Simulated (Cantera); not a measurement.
A closed system holds: 1 mol NH3, 9.6 mol H2, 7 mol O2, equilibrated at 1175 K and 750 Torr.

Equilibrium computed with Cantera from the NASA thermochemical tables; the gas is ideal and each condensed phase is pure. Candidate condensed phases: H2O; 24 gas species. Kinetics and transport are ignored.

Base state: H2O 0.851, O2 0.111, N2 0.0383, NO 2.58e-5 (mole fractions); condensed: gas only.

### Question
What changes in the equilibrium state with this change: H2 from 9.6 to 0.29 mol?

### Answer
```tsv
species	before	after
O2	0.111	0.727
H2O	0.851	0.213
N2	0.0383	0.0595
NO	2.58e-5	8.23e-5
```

### Question
What changes in the equilibrium state with this change: NH3 replaced by SF6?

### Answer
```csv
species,before,after
H2O,0.851,0.406
HF,0,0.369
O2,0.111,0.163
SO2,0,0.0546
N2,0.0383,0
SO3,0,0.00696
NO,2.58e-5,0
```
Further candidate phases: H2SO4, S.
